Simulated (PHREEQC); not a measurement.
A solution holds 0.011 mol/kgw H2SO4 and 0.13 mol/kgw KH2PO4, at 25 °C. Closed to the air; pH follows from the charge balance.

The numbers come from PHREEQC with the ion-association model, wateq4f.dat.

Precipitation was switched off in this run.

Problem. Estimate the pH, ionic strength.

Solution. pH 2.79; ionic strength 0.138 mol/kgw.

Problem. In which forms is P present?

Solution. H2PO4- 85 %, H3PO4 15 % of the P.

H3PO4, which wateq4f.dat lacks, is added to it with the constant of phreeqc.dat.
